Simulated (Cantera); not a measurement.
What does this Cantera script print?

```python
import numpy as np
import cantera as ct

gas_names = """
    Fe FeO Fe(OH)2 H HO2 H2 H2O H2O2 O OH O2 O3
""".split()
cond_names = """
    Fe(a) Fe(c) Fe(d) Fe(L) FeO(s) FeO(L) Fe(OH)2(s) Fe(OH)3(s) Fe2O3(s) Fe3O4(s) H2O(s) H2O(L)
""".split()


# ... load() reads the species with a 1 bar reference pressure and builds the phases ...
atoms = {
    'Fe': {'Fe': 1},
    'H2O': {'H': 2, 'O': 1},
    'H2': {'H': 2},
}
top_T = {'Fe2O3(s)': 1830, 'Fe3O4(s)': 1870}  # K; cautious upper limits of use, not melting points


# ... equilibrate(T, P, feed) seeds the gas with the atoms and calls Mixture.equilibrate('TP', solver="vcs", rtol=1e-11, max_steps=5000) ...
results = []
feed = {'Fe': 1, 'H2O': 1.5, 'H2': 19}  # mol
P = 10000  # Pa
for T in [1700, 1725, 1750, 1775, 1800, 1825, 1850, 1875]:
    mix = equilibrate(T, P, feed)
    results.append((T, P, feed, dict(zip(mix.species_names, mix.species_moles))))

top = {s: max(r[3][s] / sum(r[3][g] for g in gas_names) for r in results) for s in gas_names}
cols = sorted((s for s in top if top[s] > 1e-05), key=lambda s: -top[s])[:9]
seen = [c for c in cond_names if any(r[3].get(c, 0) > 1e-12 for r in results)]
print("log10 of partial pressures in bar; condensed amounts in mol")
print(f"{'T/K':>10s}" + "".join(f"{s[:9]:>10s}" for s in cols + seen))
for T, P, feed, n in results:
    ng = sum(n[g] for g in gas_names)
    print(f"{T:10.4g}" + "".join(f"{np.log10(max(n[s] / ng * P / 1e5, 1e-99)):10.3f}" for s in cols)
          + "".join(f"{n.get(c, 0):10.4g}" for c in seen))
```

Result:

```
log10 of partial pressures in bar; condensed amounts in mol
       T/K        H2       H2O         H        Fe        OH     Fe(d)     Fe(L)
      1700    -1.033    -2.136    -4.348    -5.201    -6.738    0.9987         0
      1725    -1.033    -2.136    -4.248    -5.026    -6.609     0.998         0
      1750    -1.033    -2.136    -4.150    -4.856    -6.485    0.9971         0
      1775    -1.033    -2.136    -4.055    -4.691    -6.363    0.9958         0
      1800    -1.034    -2.136    -3.963    -4.531    -6.246    0.9939         0
      1825    -1.034    -2.136    -3.873    -4.378    -6.131         0    0.9914
      1850    -1.034    -2.136    -3.786    -4.233    -6.019         0    0.9879
      1875    -1.034    -2.137    -3.701    -4.091    -5.911         0    0.9833
```

Cantera equilibrium calculation (NASA polynomials, part measured and part estimated; ideal gas, pure solids and liquids).
